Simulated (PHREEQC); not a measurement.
## Single salt, acid or base with mixed reagents

Solution A (0.011 mol/kgw Rb2SO4) is mixed with solution B (7.3 mmol/kgw ZnSO4, 0.58 mmol/kgw KH2PO4 and 9.7 mmol/kgw NaH2PO4) at 20 °C; shares are by mass of water, 1 kg in all. Oxygen alone is held at its pressure in air (log pO2 = -0.68). No CO2 enters from the air. Solids allowed: Zn(OH)2-e, Zn4(OH)6SO4, Zn3(PO4)2:4w, Mirabilite, Goslarite. Others were left out.

Equilibrium calculation in PHREEQC: ion-association model, wateq4f.dat.

Problem. Predict pH, Zn+2 (mol/kgw), ZnSO4 (mol/kgw) at share of solution B = 0.1, 0.3, 0.4, 0.6, 1.

Solution. 
```
share of solution B    pH  Zn+2 (mol/kgw)  ZnSO4 (mol/kgw)
-------------------  ----  --------------  ---------------
0.1                  5.13        0.000429         0.000277
0.3                  4.91         0.00136         0.000772
0.4                  4.86         0.00186         0.000988
0.6                  4.79         0.00295          0.00135
1                    4.71         0.00543          0.00179
```

H3PO4, which wateq4f.dat lacks, is added to it with the constant of phreeqc.dat. The database has no phosphate complexes of Zn.
